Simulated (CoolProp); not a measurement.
Vapour-liquid equilibrium of toluene (1) + n-dodecane (2) at 0.165 MPa; x and y are mole fractions of (1).

Computed with CoolProp (multi-fluid Helmholtz-energy mixture model, Lemmon 2006 and Lemmon 2004; pair parameters Bell 2016).

```tsv
x	bubble temperature (°C)	y at the bubble point	dew temperature at overall composition x (°C)	liquid density (mol/L)
0.05	227.5	0.227	235.8	3.521
0.2	197.6	0.675	228.8	4.025
0.35	174.4	0.861	221.0	4.571
0.5	158.1	0.936	211.6	5.176
0.65	146.5	0.969	199.9	5.879
0.8	137.7	0.987	183.7	6.734
0.95	130.8	0.997	153.7	7.819
```

No azeotrope shows between x = 0.05 and 0.95.

Pair parameters are fitted to limited data, so mixtures are less certain than the pure fluids.
